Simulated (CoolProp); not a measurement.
Model: reference Helmholtz-energy equation of state, Lemmon 2006, in CoolProp. It is a short technical equation, of lower accuracy than the large ones.

Q: Give the vapour pressure (kPa), enthalpy of vaporisation (kJ/kg), liquid cp (kJ/(kg K)), vapour Z of saturated nitrous oxide at 248.5, 292.3 K.

A: 
| T (K) | p (kPa) | enthalpy of vaporisation (kJ/kg) | liquid cp (kJ/(kg K)) | vapour Z |
|---|---|---|---|---|
| 248.5 | 1560 | 285 | 1.94 | 0.822 |
| 292.3 | 4960 | 173 | 3.12 | 0.585 |
